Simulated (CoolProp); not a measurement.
The fluid at 293.15 K and 0.422 MPa (stagnation) flows isentropically through a choked orifice. The same conditions are run with several fluids, on thermodynamics alone (safety and materials aside).

Values from CoolProp's reference Helmholtz-energy equation of state of each fluid (carbonyl sulfide: Lemmon 2006; methane: Setzmann 1991; ethane: Bücker 2006; R143a: Lemmon and Jacobsen 2000; R410A: Lemmon 2003). Blends and air are pseudo-pure fits.

| fluid | throat to inlet pressure ratio | mass flux (kg/(m² s)) | throat temperature (K) |
|---|---|---|---|
| carbonyl sulfide | 0.554 | 1410 | 258.5 |
| methane | 0.542 | 728 | [?] |
| ethane | 0.565 | [?] | 265.9 |
| R143a | 0.585 | 1610 | [?] |
| R410A | 0.572 | 1520 | 268.9 |

Question: What belongs in the gaps?

Answer: 
- methane, throat temperature (K): 253.1
- ethane, mass flux (kg/(m² s)): 974
- R143a, throat temperature (K): 274.8
